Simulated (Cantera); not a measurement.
A perfectly stirred reactor is fed with 11.0 % N2O, 89.0 % N2, at 1.00 atm; it is held at 1150 K, and followed from long to short residence time.

Model: GRI-Mech 3.0 (53 species, 325 reactions), integrated in Cantera. GRI-Mech 3.0 was tuned for natural gas; its chemistry of N2O as a main component is partial and can be far from experiment. The mechanism lacks the step 2 NO + O2 → 2 NO2, which can matter for NO2 below about 1400 K. The temperature is held fixed by assumption; the heat of reaction is taken as removed at once.

x: mole fraction; the columns are a selection and need not sum to one.

```tsv
τ (s)	x N2O	x NO	x O	x O2	x NO2	x N2
5.5	0.0537	0.00356	4.99e-7	0.0248	4.42e-5	0.918
2.5	0.0727	0.00261	5.93e-7	0.0163	3.22e-5	0.908
1.2	0.0874	0.00168	6.62e-7	0.00983	2.04e-5	0.901
0.55	0.0980	0.000926	7.10e-7	0.00521	1.10e-5	0.896
0.26	0.104	0.000482	7.36e-7	0.00265	5.41e-6	0.893
0.12	0.107	0.000234	7.50e-7	0.00127	2.35e-6	0.891
0.056	0.109	?	7.56e-7	?	?	0.891
0.026	0.109	5.25e-5	7.59e-7	0.000282	3.12e-7	0.890
0.012	0.110	2.43e-5	7.58e-7	0.000131	8.98e-8	0.890
0.0056	0.110	?	7.54e-7	?	?	0.890
```

### Question
Fill in the missing entries.

### Answer

- 0.056, x NO: 0.000112
- 0.056, x O2: 0.000604
- 0.056, x NO2: 9.24e-7
- 0.0056, x NO: 1.13e-5
- 0.0056, x O2: 6.07e-5
- 0.0056, x NO2: 2.30e-8
